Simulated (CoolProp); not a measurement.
Vapour-liquid equilibrium of n-hexane (1) + benzene (2) at 0.00855 MPa; x and y are mole fractions of (1).

Values from CoolProp's multi-fluid Helmholtz-energy mixture model, Thol 2019 and Thol 2012; pair parameters Bell 2016.

```json
[
 {"x": "0.05", "bubble temperature, mixture model (K)": "287.8", "bubble temperature, Raoult's law (K)": "289.3", "y, mixture model": "0.140", "y, Raoult's law": "0.079"},
 {"x": "0.2", "bubble temperature, mixture model (K)": "284.2", "bubble temperature, Raoult's law (K)": "287.5", "y, mixture model": "0.379", "y, Raoult's law": "0.291"},
 {"x": "0.35", "bubble temperature, mixture model (K)": "282.3", "bubble temperature, Raoult's law (K)": "285.8", "y, mixture model": "0.513", "y, Raoult's law": "0.470"},
 {"x": "0.5", "bubble temperature, mixture model (K)": "281.1", "bubble temperature, Raoult's law (K)": "284.3", "y, mixture model": "0.614", "y, Raoult's law": "0.623"},
 {"x": "0.65", "bubble temperature, mixture model (K)": "280.4", "bubble temperature, Raoult's law (K)": "282.8", "y, mixture model": "0.711", "y, Raoult's law": "0.755"},
 {"x": "0.8", "bubble temperature, mixture model (K)": "279.9", "bubble temperature, Raoult's law (K)": "281.5", "y, mixture model": "0.818", "y, Raoult's law": "0.870"},
 {"x": "0.95", "bubble temperature, mixture model (K)": "279.8", "bubble temperature, Raoult's law (K)": "280.2", "y, mixture model": "0.949", "y, Raoult's law": "0.970"}
]
```

The largest gap from Raoult's law is -3.5 K in bubble temperature, at x = 0.35. y crosses x between x = 0.8 and 0.95: the model has an azeotrope there.

The pair parameters rest on a limited set of measurements; away from them the model extrapolates.
